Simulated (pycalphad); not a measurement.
Effect of V content in Ti-V-Si

CALPHAD calculation (pycalphad, COST 507 light-alloy database (1999)), 1 atm. These are 1990s assessments: newer ones move some temperatures and phases. Not assessed as a whole: an extrapolation from subsystems, which can miss ternary compounds. Amounts are mole fractions of atoms. Diffusion is slow at the low end, where real alloys seldom reach equilibrium.

```csv
alloy,liquidus (K),first solid,solidus (K),phases at 525 K
Ti-4.45V-1Si (at.%),1909,BCC_A2,1816,"HCP_A3 0.92, BCC_A2 0.05, SITI3 0.03"
Ti-8.9V-1Si (at.%),1896,BCC_A2,1818,"HCP_A3 0.87, BCC_A2 0.10, SITI3 0.03"
Ti-17.8V-1Si (at.%),1877,BCC_A2,1821,"HCP_A3 0.77, BCC_A2 0.19, SITI3 0.03"
Ti-26.7V-1Si (at.%),1867,BCC_A2,1826,"HCP_A3 0.67, BCC_A2 0.29, SITI3 0.03"
```

Database names, with the compositions (at.%) that they take in these runs: SITI3: Ti 75 Si 25. BCC_A2 is bcc; HCP_A3 is hcp.
